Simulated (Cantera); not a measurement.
Input (Python, Cantera):

```python
import numpy as np
import cantera as ct

surf = ct.Interface("ptcombust.yaml", "Pt_surf")
gas = surf.adjacent["gas"]
gas.TPX = 300, 32000, {'CH4': 0.032, 'O2': 0.052, 'N2': 0.79}
jet = ct.ImpingingJet(gas=gas, width=0.022, surface=surf)
jet.inlet.mdot, jet.inlet.T, jet.inlet.X = 0.046, 300, {'CH4': 0.032, 'O2': 0.052, 'N2': 0.79}
jet.set_refine_criteria(ratio=10, slope=0.2, curve=0.3)
show, cover = ['CH4', 'O2', 'H2O', 'OH', 'CO', 'CO2'], ["PT(S)", "H(S)", "O(S)", "OH(S)", "CO(S)", "C(S)"]

rows = []
print(f"{'Ts/K':>7s}" + "".join(f"{s:>11s}" for s in show + cover) + "   (gas at the wall, coverages)")
for i, Ts in enumerate([850, 900, 950, 1000, 1050, 1100]):
    jet.surface.T = Ts
    if i == 0:
        surf.TP = Ts, 32000
        surf.coverages = "PT(S):0.5, O(S):0.5"
        surf.advance_coverages(1.0)
        jet.set_initial_guess(products="inlet")
    jet.solve(loglevel=0, auto=(i == 0))
    rows.append([*(jet.X[gas.species_index(s), -1] for s in show), *surf[cover].coverages])
    print(f"{Ts:7g}" + "".join(f"{x:11.3e}" for x in rows[-1]))
```

It prints:

```
   Ts/K        CH4         O2        H2O         OH         CO        CO2      PT(S)       H(S)       O(S)      OH(S)      CO(S)       C(S)   (gas at the wall, coverages)
    850  5.742e-03  2.246e-03  5.728e-02  4.944e-11  1.588e-02  1.924e-02  3.652e-01  5.360e-05  5.799e-05  5.531e-05  6.315e-01  3.139e-03
    900  3.684e-03  1.512e-03  6.078e-02  9.809e-11  2.299e-02  1.344e-02  4.626e-01  1.689e-04  2.133e-05  2.965e-05  5.315e-01  5.591e-03
    950  2.323e-03  1.017e-03  6.286e-02  1.939e-10  2.745e-02  9.891e-03  5.841e-01  4.608e-04  9.895e-06  1.852e-05  4.073e-01  8.135e-03
   1000  1.561e-03  7.306e-04  6.309e-02  4.242e-10  2.891e-02  9.113e-03  7.111e-01  9.426e-04  6.890e-06  1.417e-05  2.799e-01  8.087e-03
   1050  1.166e-03  5.781e-04  6.148e-02  1.065e-09  2.769e-02  1.098e-02  8.226e-01  1.383e-03  7.524e-06  1.331e-05  1.707e-01  5.269e-03
   1100  9.793e-04  5.076e-04  5.886e-02  2.806e-09  2.501e-02  1.429e-02  9.015e-01  1.627e-03  1.036e-05  1.375e-05  9.406e-02  2.797e-03
```

Model: Deutschmann's 1995 Pt surface mechanism with GRI-Mech 3.0 gas chemistry, integrated in Cantera. Catalytic surfaces can have several steady states; this one follows from the mechanism file's or the stated starting coverage.
